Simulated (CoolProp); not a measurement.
CHF3 (R23) along the isobar 3.31 MPa: Z from the reference equation and from simpler models built on Tc = 26.1 °C, pc = 4.832 MPa, ω = 0.263; each cubic takes its own stable root.

Computed with CoolProp (reference Helmholtz-energy equation of state, Penoncello 2003).

```json
[
 {"T (°C)": "-122.65", "phase": "liquid", "reference": "0.1159"},
 {"T (°C)": "-101.65", "phase": "liquid", "reference": "0.1066"},
 {"T (°C)": "-80.65", "phase": "liquid", "reference": "0.09996"},
 {"T (°C)": "-59.75", "phase": "liquid", "reference": "0.09551"},
 {"T (°C)": "-38.75", "phase": "liquid", "reference": "0.09311"},
 {"T (°C)": "-17.75", "phase": "liquid", "reference": "0.09329"},
 {"T (°C)": "3.15", "phase": "liquid", "reference": "0.09863"},
 {"T (°C)": "24.15", "phase": "gas", "reference": "0.6781"},
 {"T (°C)": "45.05", "phase": "gas", "reference": "0.7703"},
 {"T (°C)": "66.05", "phase": "gas", "reference": "0.8263"},
 {"T (°C)": "87.05", "phase": "gas", "reference": "0.8648"},
 {"T (°C)": "107.95", "phase": "gas", "reference": "0.8929"},
 {"T (°C)": "128.95", "phase": "gas", "reference": "0.9144"},
 {"T (°C)": "149.95", "phase": "gas", "reference": "0.9312"},
 {"T (°C)": "170.85", "phase": "gas", "reference": "0.9445"},
 {"T (°C)": "191.85", "phase": "gas", "reference": "0.9553"}
]
```

How far does each simpler model (van der Waals, Soave-Redlich-Kwong, Peng-Robinson) lie from the reference over these 16 states: mean and median of the absolute difference, and the worst?


- van der Waals: mean 63.9 %, median 5.4 %, worst +548.2 % at 3.15 °C and 3.31 MPa
- Soave-Redlich-Kwong: mean 9.2 %, median 2.6 %, worst +25.7 % at 3.15 °C and 3.31 MPa
- Peng-Robinson: mean 2.6 %, median 0.9 %, worst +11.2 % at 3.15 °C and 3.31 MPa

At some of these states van der Waals gives the other phase, because its saturation line lies elsewhere.
